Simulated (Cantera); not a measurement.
A freely propagating, adiabatic, planar premixed flame of 21.2 % H2, 13.2 % O2, 49.7 % N2, 15.9 % H2O, equivalence ratio 0.80, unburnt at 475 K and 101000 Pa; mixture-averaged transport, grid criteria slope 0.08 and curve 0.16, no radiation.

Cantera simulation using the H2/O2 subset of GRI-Mech 3.0, which has no nitrogen chemistry; the numbers are that mechanism's predictions, not measurements. Burning velocities carry a grid error of a few per cent, more on coarse grids.

x: mole fraction of selected species; z is measured from the peak of heat release.

```json
[
 {"z (mm)": "-1.12", "T (K)": "475", "u (m/s)": "2.06", "x H2": "0.212", "x O2": "0.132", "x H2O": "0.159", "x H": "<1e-8", "x O": "<1e-8", "x HO2": "<1e-8"},
 {"z (mm)": "-0.747", "T (K)": "475", "u (m/s)": "2.06", "x H2": "0.211", "x O2": "0.132", "x H2O": "0.159", "x H": "<1e-8", "x O": "<1e-8", "x HO2": "3.14e-8"},
 {"z (mm)": "-0.560", "T (K)": "475", "u (m/s)": "2.06", "x H2": "0.210", "x O2": "0.133", "x H2O": "0.159", "x H": "<1e-8", "x O": "<1e-8", "x HO2": "[?]"},
 {"z (mm)": "-0.374", "T (K)": "478", "u (m/s)": "2.06", "x H2": "0.204", "x O2": "0.133", "x H2O": "0.161", "x H": "<1e-8", "x O": "5.27e-8", "x HO2": "5.51e-6"},
 {"z (mm)": "-0.187", "T (K)": "540", "u (m/s)": "2.26", "x H2": "0.176", "x O2": "0.136", "x H2O": "0.171", "x H": "1.05e-5", "x O": "4.15e-6", "x HO2": "0.000277"},
 {"z (mm)": "-0.0934", "T (K)": "793", "u (m/s)": "3.23", "x H2": "0.136", "x O2": "0.127", "x H2O": "0.206", "x H": "0.000982", "x O": "0.000147", "x HO2": "0.000414"},
 {"z (mm)": "0", "T (K)": "1149", "u (m/s)": "4.59", "x H2": "0.0849", "x O2": "0.0997", "x H2O": "0.268", "x H": "0.00644", "x O": "0.00149", "x HO2": "0.000179"},
 {"z (mm)": "0.0934", "T (K)": "1400", "u (m/s)": "5.56", "x H2": "0.0445", "x O2": "0.0680", "x H2O": "0.325", "x H": "0.0118", "x O": "0.00362", "x HO2": "8.83e-5"},
 {"z (mm)": "0.187", "T (K)": "1543", "u (m/s)": "6.11", "x H2": "0.0263", "x O2": "0.0509", "x H2O": "0.354", "x H": "0.0119", "x O": "0.00438", "x HO2": "5.42e-5"},
 {"z (mm)": "0.374", "T (K)": "1685", "u (m/s)": "6.64", "x H2": "[?]", "x O2": "[?]", "x H2O": "0.373", "x H": "[?]", "x O": "[?]", "x HO2": "[?]"},
 {"z (mm)": "0.747", "T (K)": "1801", "u (m/s)": "7.05", "x H2": "0.0111", "x O2": "0.0370", "x H2O": "0.386", "x H": "0.00366", "x O": "0.00228", "x HO2": "1.91e-5"},
 {"z (mm)": "1.49", "T (K)": "1880", "u (m/s)": "7.32", "x H2": "0.00616", "x O2": "0.0344", "x H2O": "0.396", "x H": "0.00133", "x O": "0.00115", "x HO2": "9.86e-6"},
 {"z (mm)": "2.99", "T (K)": "1925", "u (m/s)": "7.48", "x H2": "0.00282", "x O2": "0.0332", "x H2O": "0.402", "x H": "0.000385", "x O": "0.000502", "x HO2": "4.53e-6"}
]
```

### Question
Some entries are withheld; supply them.

### Answer

- -0.560, x HO2: 3.74e-7
- 0.374, x H2: 0.0167
- 0.374, x O2: 0.0413
- 0.374, x H: 0.00787
- 0.374, x O: 0.00372
- 0.374, x HO2: 3.26e-5
